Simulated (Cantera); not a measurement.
An isothermal, constant-pressure homogeneous reactor starts with CO : O2 : H2O : N2 = 0.0031 : 0.01 : 0.0099 : 1 (molar parts), at 1500 K and 4.40 bar.

Computed with Cantera and GRI-Mech 3.0 (53 species, 325 reactions).

One state of this run: x CO = 7.84e-8; x O2 = 0.00827; x H2O = 0.00969; x NO = 3.85e-7; x H2 = 9.67e-8; x OH = 7.51e-6; x HO2 = 7.73e-9. x: mole fraction; the columns are a selection and need not sum to one.

Task: Which value of t (s) does it belong to?
(A) 0.00815
(B) 0.000902
(C) 0.0245
(D) 0.665

Result: D, 0.665
